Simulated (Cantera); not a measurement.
An adiabatic, constant-pressure homogeneous reactor starts with CH3OH : O2 : N2 = 1 : 2.42 : 9.1 (molar parts), equivalence ratio 0.62, at 1075 K and 10.0 bar. Integrator tolerance rtol = 1e-08.

Detailed kinetics in Cantera: GRI-Mech 3.0 (53 species, 325 reactions). GRI-Mech 3.0 was tuned for natural gas; its chemistry of methanol as a main component is partial and can be far from experiment.

Task: What does this change do: 0.33 parts CO2 added?

Result: 
```tsv
quantity	before	after
time of steepest temperature rise	17.4 ms	17.5 ms
temperature at 3.00 s	2338 K	2298 K
equilibrium temperature	2338 K	2298 K
x(CH3OH) at 3.00 s	<1e-12 (gas-phase equilibrium <1e-12)	<1e-12 (gas-phase equilibrium <1e-12)
x(O2) at 3.00 s	0.0656 (gas-phase equilibrium 0.0656)	0.0645 (gas-phase equilibrium 0.0645)
x(NO) at 3.00 s	0.00891 (gas-phase equilibrium 0.00891)	0.00805 (gas-phase equilibrium 0.00805)
x(O) at 3.00 s	0.000502 (gas-phase equilibrium 0.000502)	0.000396 (gas-phase equilibrium 0.000396)
x(H2O2) at 3.00 s	5.92e-7 (gas-phase equilibrium 5.92e-7)	5.20e-7 (gas-phase equilibrium 5.20e-7)
x(CO2) at 3.00 s	0.0753 (gas-phase equilibrium 0.0753)	0.0980 (gas-phase equilibrium 0.0980)
x(N2O) at 3.00 s	1.47e-6 (gas-phase equilibrium 1.47e-6)	1.31e-6 (gas-phase equilibrium 1.31e-6)
```

Task: What does this change do: initial temperature 1075 to 1375 K?

Result: 
| quantity | before | after |
|---|---|---|
| time of steepest temperature rise | 17.4 ms | 0.138 ms |
| temperature at 3.00 s | 2338 K | 2551 K |
| equilibrium temperature | 2338 K | 2551 K |
| x(CH3OH) at 3.00 s | <1e-12 (gas-phase equilibrium <1e-12) | <1e-12 (gas-phase equilibrium <1e-12) |
| x(O2) at 3.00 s | 0.0656 (gas-phase equilibrium 0.0656) | 0.0638 (gas-phase equilibrium 0.0638) |
| x(NO) at 3.00 s | 0.00891 (gas-phase equilibrium 0.00891) | 0.0130 (gas-phase equilibrium 0.0130) |
| x(O) at 3.00 s | 0.000502 (gas-phase equilibrium 0.000502) | 0.00149 (gas-phase equilibrium 0.00149) |
| x(H2O2) at 3.00 s | 5.92e-7 (gas-phase equilibrium 5.92e-7) | 9.21e-7 (gas-phase equilibrium 9.21e-7) |
| x(CO2) at 3.00 s | 0.0753 (gas-phase equilibrium 0.0753) | 0.0720 (gas-phase equilibrium 0.0720) |
| x(N2O) at 3.00 s | 1.47e-6 (gas-phase equilibrium 1.47e-6) | 2.13e-6 (gas-phase equilibrium 2.13e-6) |
